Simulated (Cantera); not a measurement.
An isothermal, constant-pressure homogeneous reactor starts with CH4 : H2 = 1 : 8.2 (molar parts), at 1425 K and 0.270 bar.

Detailed kinetics in Cantera: GRI-Mech 3.0 (53 species, 325 reactions). GRI-Mech 3.0 stops at C3 and has no aromatics, soot or wall deposition, so with more carbon than oxygen in the feed, carbon stays in small species such as C2H2 where larger ones or solid carbon would form.

Problem. Predict: x(CH4) at 10.0 s; x(H2) at 10.0 s; x(CH3) at 10.0 s; x(C2H6) at 10.0 s; x(C2H2) at 10.0 s.

Solution. 
| Quantity | Value |
|---|---|
| x(CH4) at 10.0 s | 0.0830 (gas-phase equilibrium 0.0630) |
| x(H2) at 10.0 s | 0.905 (gas-phase equilibrium 0.916) |
| x(CH3) at 10.0 s | 2.04e-5 (gas-phase equilibrium 1.75e-5) |
| x(C2H6) at 10.0 s | 1.01e-5 (gas-phase equilibrium 1.08e-5) |
| x(C2H2) at 10.0 s | 0.0100 (gas-phase equilibrium 0.0180) |
